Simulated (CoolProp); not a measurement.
A single-stage vapour-compression cycle with the fluid: evaporating at 265.15 K (dew point), condensing at 316.15 K (bubble point), superheat 2 K, subcooling 8 K, compressor efficiency 0.7, no pressure losses. The same conditions are run with several fluids, on thermodynamics alone (safety and materials aside).

Values from CoolProp's reference Helmholtz-energy equation of state of each fluid (chlorine: Thol 2021; R113: Marx 1992; R365MFC: Lemmon 2016; R245ca: Zhou 2016; R22: Kamei 1995; R142b: Lemmon 2006).

```json
[
 {"fluid": "chlorine", "cooling COP": "___", "pressure ratio": "4.37", "discharge temperature (K)": "426.1", "refrigerating effect (kJ/kg)": "230", "volumetric capacity (kJ/m³)": "___"},
 {"fluid": "R113", "cooling COP": "3.18", "pressure ratio": "8.63", "discharge temperature (K)": "328.9", "refrigerating effect (kJ/kg)": "123", "volumetric capacity (kJ/m³)": "105"},
 {"fluid": "R365MFC", "cooling COP": "3.10", "pressure ratio": "9.18", "discharge temperature (K)": "320.4", "refrigerating effect (kJ/kg)": "153", "volumetric capacity (kJ/m³)": "126"},
 {"fluid": "R245ca", "cooling COP": "3.13", "pressure ratio": "8.38", "discharge temperature (K)": "329.9", "refrigerating effect (kJ/kg)": "166", "volumetric capacity (kJ/m³)": "232"},
 {"fluid": "R22", "cooling COP": "3.00", "pressure ratio": "4.33", "discharge temperature (K)": "360.3", "refrigerating effect (kJ/kg)": "___", "volumetric capacity (kJ/m³)": "2600"},
 {"fluid": "R142b", "cooling COP": "3.13", "pressure ratio": "5.35", "discharge temperature (K)": "338.9", "refrigerating effect (kJ/kg)": "169", "volumetric capacity (kJ/m³)": "845"}
]
```

Q: Complete the blanks.

A: 
- chlorine, cooling COP: 3.07
- chlorine, volumetric capacity (kJ/m³): 2180
- R22, refrigerating effect (kJ/kg): 160
